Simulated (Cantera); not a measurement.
**Thermodynamics of hydrogen reduction and annealing atmospheres, feed Cu₂O + H₂ + H₂O**

Feed: 1 mol Cu₂O, 38 mol H₂, 0.14 mol H₂O, at 725 °C and 638 Torr.

Equilibrium computed with Cantera from the NASA thermochemical tables; the gas is ideal and each condensed phase is pure. Candidate condensed phases: Cu, CuO, Cu(OH)₂, Cu₂O, H₂O; 12 gas species. Kinetics and transport are ignored.

The x(H₂) comes out as 0.970 and the x(H₂O) is 0.0299. The n(Cu(s)) comes out as 2.00 mol and the gas amount is 38.14 mol. The log10 activity of Cu(OH)₂(s) (absent) comes out as -12.87.
